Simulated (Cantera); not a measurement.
Input: 1 mol FeS, 600 mol H2, 1.5 mol H2O, equilibrated at 10.0 Pa.

Method: chemical equilibrium by Gibbs-energy minimisation in Cantera with the NASA 1993 tables (ideal gas, pure condensed phases). Candidate condensed phases: Fe, FeO, Fe(OH)2, Fe(OH)3, FeS, FeSO4, FeS2, Fe2O3, Fe2(SO4)3, Fe3O4, H2O, H2SO4, S; 22 gas species. Mutual solubility and eutectic melting of coexisting phases are not modelled. FeS: taken at fixed stoichiometry. Gases not in the tables: S3 to S7. The numbers say what is thermodynamically allowed, not how fast it happens.

x: gas mole fraction; n: condensed amount in mol.

```json
[
 {"T (°C)": "400", "x H2": "0.997", "x H2O": "0.00249", "x H2S": "2.32e-5", "x S2": "<1e-12", "n Fe(α)": "0.0140", "n FeS(s)": "0.986", "n Fe(γ)": "0"},
 {"T (°C)": "450", "x H2": "0.997", "x H2O": "0.00249", "x H2S": "5.31e-5", "x S2": "<1e-12", "n Fe(α)": "0.0320", "n FeS(s)": "0.968", "n Fe(γ)": "0"},
 {"T (°C)": "500", "x H2": "0.997", "x H2O": "0.00249", "x H2S": "0.000109", "x S2": "[?]", "n Fe(α)": "0.0653", "n FeS(s)": "0.935", "n Fe(γ)": "0"},
 {"T (°C)": "550", "x H2": "0.997", "x H2O": "0.00249", "x H2S": "0.000202", "x S2": "[?]", "n Fe(α)": "0.122", "n FeS(s)": "0.878", "n Fe(γ)": "0"},
 {"T (°C)": "600", "x H2": "0.997", "x H2O": "0.00249", "x H2S": "0.000350", "x S2": "[?]", "n Fe(α)": "0.210", "n FeS(s)": "0.790", "n Fe(γ)": "0"},
 {"T (°C)": "650", "x H2": "0.997", "x H2O": "0.00249", "x H2S": "0.000569", "x S2": "[?]", "n Fe(α)": "0.342", "n FeS(s)": "0.658", "n Fe(γ)": "0"},
 {"T (°C)": "700", "x H2": "0.997", "x H2O": "0.00249", "x H2S": "0.000881", "x S2": "[?]", "n Fe(α)": "0.531", "n FeS(s)": "0.469", "n Fe(γ)": "0"},
 {"T (°C)": "750", "x H2": "0.996", "x H2O": "0.00249", "x H2S": "0.00131", "x S2": "[?]", "n Fe(α)": "0.791", "n FeS(s)": "0.209", "n Fe(γ)": "0"},
 {"T (°C)": "800", "x H2": "0.996", "x H2O": "0.00249", "x H2S": "0.00165", "x S2": "[?]", "n Fe(α)": "1.000", "n FeS(s)": "0", "n Fe(γ)": "0"},
 {"T (°C)": "850", "x H2": "0.996", "x H2O": "0.00249", "x H2S": "0.00162", "x S2": "[?]", "n Fe(α)": "1.000", "n FeS(s)": "0", "n Fe(γ)": "0"},
 {"T (°C)": "900", "x H2": "0.996", "x H2O": "0.00249", "x H2S": "0.00158", "x S2": "[?]", "n Fe(α)": "1.000", "n FeS(s)": "0", "n Fe(γ)": "0"},
 {"T (°C)": "950", "x H2": "0.996", "x H2O": "0.00249", "x H2S": "0.00150", "x S2": "[?]", "n Fe(α)": "0", "n FeS(s)": "0", "n Fe(γ)": "0.999"},
 {"T (°C)": "1000", "x H2": "0.996", "x H2O": "0.00249", "x H2S": "0.00138", "x S2": "[?]", "n Fe(α)": "0", "n FeS(s)": "0", "n Fe(γ)": "0.997"}
]
```

Complete the blanks.


- 500, x S2: 1.16e-11
- 550, x S2: 2.17e-10
- 600, x S2: 2.89e-9
- 650, x S2: 2.92e-8
- 700, x S2: 2.33e-7
- 750, x S2: 1.52e-6
- 800, x S2: 6.46e-6
- 850, x S2: 1.54e-5
- 900, x S2: 3.33e-5
- 950, x S2: 6.41e-5
- 1000, x S2: 0.000110
